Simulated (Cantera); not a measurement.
A closed system holds: 1 mol HMDSO, 0.38 mol O₂, 0.37 mol H₂, equilibrated at 650 K and 0.188 Torr.

Method: chemical equilibrium by Gibbs-energy minimisation in Cantera with the NASA 1993 tables (ideal gas, pure condensed phases). Candidate condensed phases: C, C₆H₆, C₇H₈, C₈H₁₈, H₂O, Si, SiC, SiO₂; 123 gas species. The feed counts by its element totals alone. Kinetics and transport are ignored.

Base state: H₂ 0.994, CH₄ 0.00642 (mole fractions); condensed: C(graphite) + SiC(s) + SiO₂(α-quartz).

### Question
What changes in the equilibrium state with this change: temperature from 650 K to 1598.15 K?

### Answer
```json
[
 {"species": "H₂", "before": "0.994", "after": "0.839"},
 {"species": "CO", "before": "<1e-9", "after": "0.157"},
 {"species": "H", "before": "<1e-9", "after": "0.00309"},
 {"species": "CH₄", "before": "0.00642", "after": "2.90e-7"},
 {"species": "SiO", "before": "<1e-9", "after": "0.000454"},
 {"species": "C₂H₂ (acetylene)", "before": "<1e-9", "after": "2.26e-5"},
 {"species": "C(graphite), mol", "before": "4.82", "after": "2.25"},
 {"species": "SiC(s), mol", "before": "1.12", "after": "1.99"},
 {"species": "SiO₂(α-quartz), mol", "before": "0.880", "after": "0"}
]
```
